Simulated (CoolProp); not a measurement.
Computed with CoolProp (reference Helmholtz-energy equation of state, Zhou 2011).

For dimethyl carbonate, give the phase and the Z, cp (kJ/(kg K)), cv (kJ/(kg K)), Joule-Thomson coefficient (K/MPa) at 600 K and 3350 kPa; 600 K and 8930 kPa.


- 600 K and 3350 kPa: gas; Z 0.793, cp 2.07, cv 1.81, Joule-Thomson coefficient 7.37
- 600 K and 8930 kPa: supercritical; Z 0.383, cp 3.77, cv 1.90, Joule-Thomson coefficient 4.54
